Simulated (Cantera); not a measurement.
Input (Python, Cantera):

```python
import numpy as np
import cantera as ct

gas = ct.Solution("SiF4_NH3_mec.yaml", "gas")
gas.TPX = 2200, 4600, {'NH3': 1, 'H2': 6}
reactor = ct.IdealGasConstPressureReactor(gas, energy="off", clone=False)
net = ct.ReactorNet([reactor])
net.rtol, net.atol = 1e-08, 1e-18
show = ['NH3', 'H2', 'NH', 'N2H2', 'N2H4']
times = np.geomspace(0.0006, 200, 15)

steps = ct.SolutionArray(gas, extra=["t"])
rows = []
print(f"{'t/s':>10s}{'T/K':>9s}{'P/Pa':>11s}" + "".join(f"{s:>11s}" for s in show))
for t in times:
    while net.time < t:
        t_next = net.step()
        steps.append(gas.state, t=t_next)
    rows.append([np.interp(t, steps.t, y) for y in (steps.T, steps.P, *steps(*show).X.T)])
    print(f"{t:10.3e}{rows[-1][0]:9.1f}{rows[-1][1]:11.4g}" + "".join(f"{x:11.3e}" for x in rows[-1][2:]))
rate = np.gradient(steps.T, steps.t)
print("integrator steps:", len(steps.t))
if steps.T.max() > steps.T[0] + 200:
    print(f"time of steepest temperature rise: {steps.t[rate.argmax()]:.4e} s")
gas.TPX = 2200, 4600, {'NH3': 1, 'H2': 6}
gas.equilibrate("TP")
print(f"equilibrium (TP): T = {gas.T:.1f} K  " + "  ".join(f"{s} {gas[s].X[0]:.3e}" for s in show))
```

Output:

```
       t/s      T/K       P/Pa        NH3         H2         NH       N2H2       N2H4
 6.000e-04   2200.0       4600  1.426e-01  8.568e-01  2.563e-06  5.029e-08  2.271e-10
 1.488e-03   2200.0       4600  1.421e-01  8.563e-01  1.380e-05  4.515e-07  1.227e-09
 3.691e-03   2200.0       4600  1.400e-01  8.568e-01  3.566e-05  1.632e-06  3.163e-09
 9.154e-03   2200.0       4600  1.331e-01  8.605e-01  3.816e-05  1.730e-06  3.219e-09
 2.270e-02   2200.0       4600  1.176e-01  8.692e-01  3.673e-05  1.503e-06  2.728e-09
 5.631e-02   2200.0       4600  8.691e-02  8.863e-01  3.347e-05  1.074e-06  1.823e-09
 1.397e-01   2200.0       4600  4.144e-02  9.114e-01  2.689e-05  4.870e-07  6.895e-10
 3.464e-01   2200.0       4600  4.692e-03  9.289e-01  1.555e-05  5.747e-08  4.435e-11
 8.592e-01   2200.0       4600  1.492e-05  9.152e-01  7.272e-07  1.958e-11  6.452e-15
 2.131e+00   2200.0       4600  1.649e-06  9.130e-01  9.744e-08  3.253e-13  9.540e-17
 5.285e+00   2200.0       4600  5.147e-07  9.130e-01  3.042e-08  5.146e-14  9.310e-18
 1.311e+01   2200.0       4600  2.217e-07  9.130e-01  1.310e-08  2.739e-14  1.742e-18
 3.251e+01   2200.0       4600  1.529e-07  9.130e-01  9.037e-09  2.451e-14  8.376e-19
 8.064e+01   2200.0       4600  1.482e-07  9.130e-01  8.758e-09  2.435e-14  7.876e-19
 2.000e+02   2200.0       4600  1.482e-07  9.130e-01  8.757e-09  2.435e-14  7.876e-19
integrator steps: 1644
equilibrium (TP): T = 2200.0 K  NH3 1.482e-07  H2 9.130e-01  NH 8.757e-09  N2H2 2.435e-14  N2H4 7.876e-19
```

Detailed kinetics in Cantera: the gas-phase N/H chemistry of the illustrative SiF4/NH3 mechanism in the Surface Chemkin manual (1991). Walls and surfaces, which speed up NH3 decomposition in real reactors, are not modelled.
